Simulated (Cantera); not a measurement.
## Thermodynamics of sublimation and decomposition of ceramics, feed Si3N4 + Si + N2

Charge: 1 mol Si3N4, 0.051 mol Si, 1.3 mol N2, at 2448.15 K and 1.40e-5 bar.

Cantera equilibrium calculation (NASA polynomials, part measured and part estimated; ideal gas, pure solids and liquids). Candidate condensed phases: Si, Si3N4; 7 gas species. The tables' values for SiN are old estimates; treat these amounts as uncertain. Rates play no part.

The x(N2) comes out as 0.520 and the x(Si) comes out as 0.480. The x(SiN) is 0.000141 and the x(N) is 3.45e-5. The x(Si2) is 2.49e-5. The gas amount is 6.351 mol and the log10 activity of Si(l) (absent) is -2.68.
